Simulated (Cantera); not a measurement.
Charge: 1 mol SiCl4, 2.3 mol HCl, 9.1 mol H2, equilibrated at 1 atm.

Equilibrium computed with Cantera from the NASA thermochemical tables; the gas is ideal and each condensed phase is pure. Candidate condensed phases: Si; 19 gas species. The numbers say what is thermodynamically allowed, not how fast it happens. All values below are at 925 K.

Base state: H2 0.733, HCl 0.187, SiCl4 0.0795, SiHCl3 0.00113 (mole fractions); condensed: gas only.

### Question
What changes in the equilibrium state with this change: HCl from 2.3 to 1.3 mol?

### Answer
| species | before | after |
|---|---|---|
| H2 | 0.733 | 0.796 |
| HCl | 0.187 | 0.116 |
| SiCl4 | 0.0795 | 0.0856 |
| SiHCl3 | 0.00113 | 0.00213 |
| SiCl3 | 8.06e-6 | 1.45e-5 |
The tables' values for SiCl3 are old estimates; treat these amounts as uncertain.
